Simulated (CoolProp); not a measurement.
Saturation properties of CHF3 (R23).

Values from CoolProp's reference Helmholtz-energy equation of state, Penoncello 2003.

| T (K) | p (kPa) | liquid density (kg/m³) | vapour density (kg/m³) | liquid cp (kJ/(kg K)) | liquid viscosity (µPa s) | vapour viscosity (µPa s) |
|---|---|---|---|---|---|---|
| 177.4 | 42.63 | 1497 | 2.075 | 1.218 | 387 | 8.72 |
| 185.9 | 74.14 | 1465 | 3.480 | 1.229 | 333 | 9.18 |
| 194.4 | 122.0 | 1433 | 5.549 | 1.243 | 289 | 9.65 |
| 202.9 | 191.3 | 1400 | 8.480 | 1.262 | 254 | 10.1 |
| 211.4 | 288.0 | 1365 | 12.51 | 1.284 | 224 | 10.6 |
| 219.9 | 418.6 | 1329 | 17.92 | 1.312 | 199 | 11.0 |
| 228.4 | 590.1 | 1292 | 25.07 | 1.347 | 177 | 11.5 |
| 236.9 | 810.1 | 1252 | 34.38 | 1.392 | 158 | 12.0 |
| 245.4 | 1087 | 1209 | 46.46 | 1.449 | 141 | 12.6 |
| 253.9 | 1428 | 1162 | 62.11 | 1.524 | 125 | 13.2 |
| 262.4 | 1845 | 1111 | 82.58 | 1.631 | 110 | 13.8 |
| 270.9 | 2346 | 1052 | 109.9 | 1.794 | 96.2 | 14.7 |

It boils at 191.1 K under 1 atm.

Viscosity comes from a separate model (Shan 2000).
